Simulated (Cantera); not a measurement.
Charge: 1 mol HI, 0.77 mol H2O, 0.22 mol O2, held at 898.15 K and 100000 Pa.

Equilibrium computed with Cantera from the NASA thermochemical tables; the gas is ideal and each condensed phase is pure. Candidate condensed phases: H2O, I2; 12 gas species. Rates play no part.

Base state: H2O 0.680, I2 0.243, HI 0.0664, I 0.00960, H2 0.000522 (mole fractions); condensed: gas only.

Problem. What changes in the equilibrium state with this change: HI replaced by HF?

Solution. 
```json
[
 {"species": "HF", "before": "0", "after": "0.502"},
 {"species": "H2O", "before": "0.680", "after": "0.387"},
 {"species": "O2", "before": "<1e-9", "after": "0.111"},
 {"species": "I2", "before": "0.243", "after": "0"},
 {"species": "HI", "before": "0.0664", "after": "0"},
 {"species": "I", "before": "0.00960", "after": "0"},
 {"species": "H2", "before": "0.000522", "after": "<1e-9"},
 {"species": "H2F2", "before": "0", "after": "1.48e-5"}
]
```
